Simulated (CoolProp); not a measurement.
A closed Brayton cycle with carbon dioxide: compressor inlet 332.15 K and 10 MPa, high pressure 29.7 MPa, turbine inlet 800 K, compressor efficiency 0.89, turbine efficiency 0.85, recuperator effectiveness 0.95 (on enthalpy, no pinch check). Each further row changes one setting.

Values from CoolProp's reference Helmholtz-energy equation of state, Span 1996.

| case | thermal efficiency (%) | net work (kJ/kg) | compressor to turbine work | compressor exit (K) | turbine exit (K) |
|---|---|---|---|---|---|
| as stated | 32.9 | 76.3 | 0.41 | 415.5 | 678.1 |
| turbine inlet 750 K | 30.3 | ? | 0.44 | 415.5 | ? |
| compressor inlet 342.15 K | 31.1 | 68.8 | ? | 434.8 | 678.1 |
| high pressure 25.2 MPa | ? | 68.3 | 0.39 | ? | 696.0 |
| recuperator effectiveness 0.5 | ? | 76.3 | 0.41 | 415.5 | 678.1 |

Question: What belongs in the gaps?

Answer: 
- turbine inlet 750 K, net work (kJ/kg): 66.7
- turbine inlet 750 K, turbine exit (K): 632.3
- compressor inlet 342.15 K, compressor to turbine work: 0.47
- high pressure 25.2 MPa, thermal efficiency (%): 32.6
- high pressure 25.2 MPa, compressor exit (K): 402.7
- recuperator effectiveness 0.5, thermal efficiency (%): 20.6
